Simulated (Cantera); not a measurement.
Cantera run, input and output.

```python
import numpy as np
import cantera as ct

surf = ct.Interface("diamond.yaml", "diamond_100")
gas, bulk = surf.adjacent["gas"], surf.adjacent["diamond"]
k = surf.kinetics_species_index(bulk.species_names[0])
cover = ["c6HH", "c6H*", "c6*H", "c6**", "c6HM", "c6B"]

rows, drift = [], 0.0
print(f"{'T':>10s}{'um/h':>11s}" + "".join(f"{s:>11s}" for s in cover))
for v in [950, 1025, 1100, 1175, 1250, 1325, 1400]:
    T, P, xH, xCH3 = v, 20000, 0.0013, 0.0018
    gas.TPX = T, P, {"H": xH, "CH3": xCH3, "CH4": 0.0084, "H2": 1 - xH - xCH3 - 0.0084}
    surf.TP = bulk.TP = T, P
    surf.coverages = "c6H*:0.1, c6HH:0.9"
    surf.advance_coverages(100.0)
    before = surf.coverages
    surf.advance_coverages(100.0)
    drift = max(drift, np.max(np.abs(surf.coverages - before) / (surf.coverages + 1e-9)))
    rate = surf.net_production_rates[k] * bulk.mean_molecular_weight / bulk.density * 3.6e9
    rows.append([rate, *surf[cover].coverages])
    print(f"{v:10.4g}{rate:11.4e}" + "".join(f"{x:11.3e}" for x in rows[-1][1:]))
```

Output:

```
         T       um/h       c6HH       c6H*       c6*H       c6**       c6HM        c6B
       950 6.3597e+01  3.137e-01  6.665e-03  1.577e-01  2.292e-03  3.987e-01  1.726e-07
      1025 9.7740e+01  3.289e-01  1.123e-02  2.141e-01  4.489e-03  3.140e-01  2.652e-07
      1100 1.2155e+02  3.554e-01  1.820e-02  2.879e-01  8.235e-03  2.167e-01  3.298e-07
      1175 1.0314e+02  3.953e-01  2.870e-02  3.857e-01  1.429e-02  1.043e-01  2.799e-07
      1250 6.4703e+01  4.103e-01  3.969e-02  4.619e-01  2.114e-02  3.236e-02  1.756e-07
      1325 4.6915e+01  4.003e-01  4.843e-02  4.962e-01  2.698e-02  8.256e-03  1.273e-07
      1400 4.0458e+01  3.879e-01  5.560e-02  5.085e-01  3.219e-02  2.064e-03  1.098e-07
```

Detailed kinetics in Cantera: the Harris–Goodwin 1993 mechanism for the reconstructed diamond (100) surface.
